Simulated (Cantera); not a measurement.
An adiabatic, constant-volume homogeneous reactor starts with 6.21 % CH4, 0.683 % H2, 18.0 % O2, 67.7 % N2, 7.45 % CO2, at 1748 K and 1.70 bar.

Detailed kinetics in Cantera: GRI-Mech 3.0 (53 species, 325 reactions).

Task: Predict: time of steepest temperature rise; temperature at 0.100 s; equilibrium temperature; x(H2) at 0.100 s; x(O2) at 0.100 s; x(HCO) at 0.100 s; x(OH) at 0.100 s.

Result: 
| Property | Value |
|---|---|
| time of steepest temperature rise | 78.0 µs |
| temperature at 0.100 s | 2766 K |
| equilibrium temperature | 2766 K |
| x(H2) at 0.100 s | 0.00550 (gas-phase equilibrium 0.00550) |
| x(O2) at 0.100 s | 0.0548 (gas-phase equilibrium 0.0548) |
| x(HCO) at 0.100 s | 3.01e-8 (gas-phase equilibrium 3.01e-8) |
| x(OH) at 0.100 s | 0.0180 (gas-phase equilibrium 0.0180) |
